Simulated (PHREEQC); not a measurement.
Solution (25 °C): 3.2 mol MgCl2, 0.055 mol MnCl2 and 0.00068 mol H4SiO4 per kg of water. Closed to the air; pH follows from the charge balance.

Model: Pitzer model, pitzer.dat, run in PHREEQC.

This is a speciation only: nothing precipitates in the calculation.

**Question.** What pH does the model give?

**Answer.** pH 4.31.

Saturation is exceeded, for instance for SiO2(a); the values hold only as long as no solid forms. Complexes and solids missing from the database can't appear. In brines, pH and single-ion activities rest on the MacInnes convention.
